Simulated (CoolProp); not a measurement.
A closed Brayton cycle with carbon dioxide: compressor inlet 331.15 K and 7.6 MPa, high pressure 17.7 MPa, turbine inlet 655 K, compressor efficiency 0.89, turbine efficiency 0.9, recuperator effectiveness 0.8 (on enthalpy, no pinch check). Each further row changes one setting.

Model: reference Helmholtz-energy equation of state, Span 1996, in CoolProp.

| case | thermal efficiency (%) | net work (kJ/kg) | compressor to turbine work | compressor exit (K) | turbine exit (K) |
|---|---|---|---|---|---|
| as stated | (withheld) | 40.1 | 0.53 | 405.9 | 566.4 |
| turbine inlet 605 K | 19.7 | (withheld) | 0.59 | 405.9 | (withheld) |
| compressor inlet 341.15 K | (withheld) | 35.9 | 0.58 | 418.9 | 566.4 |
| high pressure 15 MPa | (withheld) | 34.5 | 0.51 | (withheld) | 583.5 |
| recuperator effectiveness 0.5 | 17.1 | 40.1 | 0.53 | 405.9 | 566.4 |

**Question.** Fill in the missing entries.

**Answer.** 
- as stated, thermal efficiency (%): 22.3
- turbine inlet 605 K, net work (kJ/kg): 31.8
- turbine inlet 605 K, turbine exit (K): 519.8
- compressor inlet 341.15 K, thermal efficiency (%): 21.0
- high pressure 15 MPa, thermal efficiency (%): 21.1
- high pressure 15 MPa, compressor exit (K): 390.8
